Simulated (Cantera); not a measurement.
Input: 1 mol SiH4, 1.5 mol O3, equilibrated at 1000 K and 0.000650 bar.

Equilibrium computed with Cantera from the NASA thermochemical tables; the gas is ideal and each condensed phase is pure. Candidate condensed phases: H2O, Si, SiO2; 18 gas species. Kinetics and transport are ignored.

Base state: H2O 0.889, O2 0.111 (mole fractions); condensed: SiO2(β-quartz).

Task: What changes in the equilibrium state with this change: temperature from 1000 K to 1648.15 K?

Result: 
```
species               before     after
-------------------  -------  --------
H2O                    0.889     0.884
O2                     0.111     0.110
OH                   1.83e-6   0.00401
H2                   9.14e-9   0.00120
O                    2.06e-9  0.000330
H                      <1e-9  0.000121
SiO2(β-quartz), mol     1.00     1.000
```
The tables hold silica as quartz up to 1696 K and as liquid above; real silica turns to tridymite and cristobalite and melts near 1996 K.

Task: What changes in the equilibrium state with this change: temperature from 1000 K to 1748.15 K?

Result: 
| species | before | after |
|---|---|---|
| H2O | 0.889 | 0.877 |
| O2 | 0.111 | 0.110 |
| OH | 1.83e-6 | 0.00788 |
| H2 | 9.14e-9 | 0.00340 |
| H | <1e-9 | 0.000523 |
| O | 2.06e-9 | 0.000955 |
| SiO2(β-quartz), mol | 1.00 | 0 |
| SiO2(condensed), mol | 0 | 1.000 |
The tables hold silica as quartz up to 1696 K and as liquid above; real silica turns to tridymite and cristobalite and melts near 1996 K.
